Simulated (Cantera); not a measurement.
A Cantera script and what it prints.

```python
import numpy as np
import cantera as ct

gas_names = """
    B BH BH2 BH3 BN BO BO2 B2 B2O B2O2 B2O3 B3O3H3 H HBO HBO2 HNO HNO2 HNO3 HO2 H2 H2O H2O2 H3B3O6 N NH
    NH2 NH3 NH2OH NO NO2 NO3 N2 N2H2 N2H4 N2O O OH O2 O3
""".split()
cond_names = """
    B(b) B(L) BN(s) B2O3(L) B3O3H3(cr) H2O(s) H2O(L)
""".split()


def load(file, names, dense=False):
    # The tables refer to 1 bar. Condensed volumes are neglected.
    table = {s.name: s for s in ct.Species.list_from_file(file)}
    out = []
    for n in names:
        d = dict(table[n].input_data)
        d["thermo"] = dict(d["thermo"], **{"reference-pressure": 1e5})
        if dense:
            d["equation-of-state"] = {"model": "constant-volume", "density": "1e6 g/cm^3"}
        out.append(ct.Species.from_dict(d))
    return out


gas = ct.Solution(thermo="ideal-gas", species=load("nasa_gas.yaml", gas_names))
cond = {s.name: ct.Solution(thermo="fixed-stoichiometry", species=[s], name=s.name)
        for s in load("nasa_condensed.yaml", cond_names, dense=True)}
atoms = {
    'B2H6': {'B': 2, 'H': 6},
    'O2': {'O': 2},
    'N2': {'N': 2},
}
top_T = {'BN(s)': 3200}  # K; cautious upper limits of use, not melting points


def equilibrate(T, P, feed):
    n = {}
    for name, mol in feed.items():
        for a, k in atoms[name].items():
            n[a] = n.get(a, 0.0) + k * mol
    gas.TPX = T, P, n
    mass = sum(n.values()) * gas.mean_molecular_weight
    gas.equilibrate("TP")
    valid = [c for c in cond.values() if c.min_temp <= T <= top_T.get(c.name, c.max_temp)]
    mix = ct.Mixture([(gas, mass / gas.mean_molecular_weight)] + [(c, 0.0) for c in valid])
    mix.T, mix.P = T, P
    mix.equilibrate("TP", solver="vcs", rtol=1e-11, max_steps=5000)
    return mix


results = []
feed = {'B2H6': 1, 'O2': 0.17, 'N2': 25}  # mol
T = 2075  # K
P = 133.322  # Pa
mix = equilibrate(T, P, feed)
results.append((T, P, feed, dict(zip(mix.species_names, mix.species_moles))))
x = sorted(zip(gas.X, gas.species_names), reverse=True)
print(f"T = {T:g} K  P = {P:g} Pa  gas = {mix.phase_moles(0):.4g} mol")
print("   x: " + "  ".join(f"{s} {v:.3e}" for v, s in x if v > 0.001))
print("   condensed (mol): " + ("  ".join(f"{mix.phase(i).name} {mix.phase_moles(i):.4g}"
      for i in range(1, mix.n_phases) if mix.phase_moles(i) > 1e-12) or "none"))
```

Result:

```
T = 2075 K  P = 133.322 Pa  gas = 27.79 mol
   x: N2 8.700e-01  H2 9.527e-02  H 2.252e-02  BO 8.949e-03  HBO 2.797e-03
   condensed (mol): BN(s) 1.651
```

Cantera equilibrium calculation (NASA polynomials, part measured and part estimated; ideal gas, pure solids and liquids). The feed counts by its element totals alone. The tables' values for BH2 are old estimates; treat these amounts as uncertain.
